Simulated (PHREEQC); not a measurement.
H3PO4 is added in steps, without added water, to 1 kg of water holding 0.013 mol/kgw NiSO4, 0.018 mol/kgw NiCl2, 0.022 mol/kgw NaH2PO4 and 0.00026 mol/kgw Na2SO4, at 25 °C. Oxygen is held at 0.21 atm. CO2 from the air is kept out. Solids allowed: Ni(OH)2, Ni3(PO4)2, Ni4(OH)6SO4, Halite, Mirabilite, Morenosite. Others were left out.

Base run: PHREEQC, ion-association model, wateq4f.dat. Each further column changes one thing. The table gives Ni3(PO4)2 (mol).

```tsv
H3PO4 added (mol)	base	all activity coefficients set to 1	metal-ligand complexes left out	Davies equation for every ion
0	2.68e-5	8.70e-5	3.52e-5	2.70e-5
1.1e-05	2.41e-5	8.44e-5	3.25e-5	2.43e-5
2.2e-05	2.14e-5	8.17e-5	2.98e-5	2.16e-5
3.3e-05	1.87e-5	7.91e-5	2.71e-5	1.89e-5
4.4e-05	1.59e-5	7.65e-5	2.44e-5	1.62e-5
5.5e-05	1.32e-5	7.38e-5	2.17e-5	1.35e-5
6.6e-05	1.05e-5	7.12e-5	1.90e-5	1.08e-5
7.7e-05	7.81e-6	6.85e-5	1.63e-5	8.04e-6
8.8e-05	5.10e-6	6.59e-5	1.36e-5	5.33e-6
9.9e-05	2.39e-6	6.32e-5	1.09e-5	2.62e-6
0.00011	0	6.06e-5	8.17e-6	0
```

H3PO4, which wateq4f.dat lacks, is added to it with the constant of phreeqc.dat. The database has no phosphate complexes of Ni.
